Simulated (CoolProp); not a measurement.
Saturation properties of dimethyl carbonate (Tc = 283.9 °C, pc = 4.909 MPa, ω = 0.346).

The numbers come from the reference Helmholtz-energy equation of state, Zhou 2011 in CoolProp.

```tsv
T (°C)	p (MPa)	liquid cp (kJ/(kg K))	vapour Z
150.25	0.5030	2.134	0.9071
159.35	0.6134	2.166	0.8929
168.45	0.7413	2.200	0.8771
177.55	0.8885	2.237	0.8598
186.65	1.057	2.278	0.8408
195.75	(withheld)	2.325	0.8200
204.85	(withheld)	2.379	0.7971
214.05	1.713	2.445	0.7715
223.15	(withheld)	2.527	0.7433
232.25	2.297	2.632	0.7118
241.35	2.642	2.777	0.6760
```

Fill in the missing entries.


- 195.75, p (MPa): 1.248
- 204.85, p (MPa): 1.465
- 223.15, p (MPa): 1.988

It boils at 90.1 °C under 1 atm.
